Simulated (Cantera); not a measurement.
An isothermal, constant-pressure homogeneous reactor starts with 2.63 % CH4, 97.4 % H2, at 1600 K and 233 Torr.

Computed with Cantera and GRI-Mech 3.0 (53 species, 325 reactions). GRI-Mech 3.0 stops at C3 and has no aromatics, soot or wall deposition, so with more carbon than oxygen in the feed, carbon stays in small species such as C2H2 where larger ones or solid carbon would form.

x: mole fraction; the columns are a selection and need not sum to one.

```
t (s)       x CH4   x H2    x C2H4    x CH3     x CH2    x C2H2
--------  -------  -----  --------  -------  --------  --------
8.00e-5    0.0263  0.974  6.84e-11  1.69e-6  4.66e-12    <1e-12
0.000253   0.0263  0.974         …  5.29e-6  4.78e-11  7.80e-12
0.000800   0.0263  0.974         …  1.61e-5  4.49e-10   1.45e-9
0.00253    0.0263  0.974         …  3.93e-5   2.66e-9   3.12e-7
0.00800    0.0262  0.974         …  4.99e-5   4.30e-9   1.39e-5
0.0253     0.0260  0.974         …  4.97e-5   4.29e-9  0.000102
0.0800     0.0254  0.974         …  4.86e-5   4.20e-9  0.000389
0.253      0.0237  0.975         …  4.55e-5   3.95e-9   0.00121
0.800      0.0195  0.977         …  3.79e-5   3.34e-9   0.00317
2.53       0.0132  0.980         …  2.61e-5   2.35e-9   0.00618
8.00      0.00901  0.982         …  1.81e-5   1.67e-9   0.00815
```

Question: Fill in the missing entries.

Answer: 
- 0.000253, x C2H4: 2.24e-9
- 0.000800, x C2H4: 8.06e-8
- 0.00253, x C2H4: 2.57e-6
- 0.00800, x C2H4: 1.65e-5
- 0.0253, x C2H4: 2.46e-5
- 0.0800, x C2H4: 3.32e-5
- 0.253, x C2H4: 5.79e-5
- 0.800, x C2H4: 0.000117
- 2.53, x C2H4: 0.000211
- 8.00, x C2H4: 0.000274
